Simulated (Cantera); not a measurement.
Charge: 1 mol SiCl4, 0.62 mol Cl2, 11 mol H2, at 1348 K and 5.80 bar.

Equilibrium computed with Cantera from the NASA thermochemical tables; the gas is ideal and each condensed phase is pure. Candidate condensed phases: Si; 19 gas species. The tables' values for SiCl3 are old estimates; treat these amounts as uncertain. Kinetics and transport are ignored.

Base state: H2 0.795, HCl 0.126, SiCl4 0.0531, SiHCl3 0.0190, SiCl3 0.00417, SiCl2 0.00164, SiH2Cl2 0.000987, SiH3Cl 1.46e-5 (mole fractions); condensed: gas only.

**Question.** What changes in the equilibrium state with this change: temperature from 1348 K to 775 K?

**Answer.** 
```tsv
species	before	after
H2	0.795	0.822
HCl	0.126	0.0987
SiCl4	0.0531	0.0788
SiHCl3	0.0190	0.000425
SiCl2	0.00164	<1e-9
SiCl3	0.00417	8.00e-8
SiH3Cl	1.46e-5	<1e-9
SiH2Cl2	0.000987	1.77e-7
```
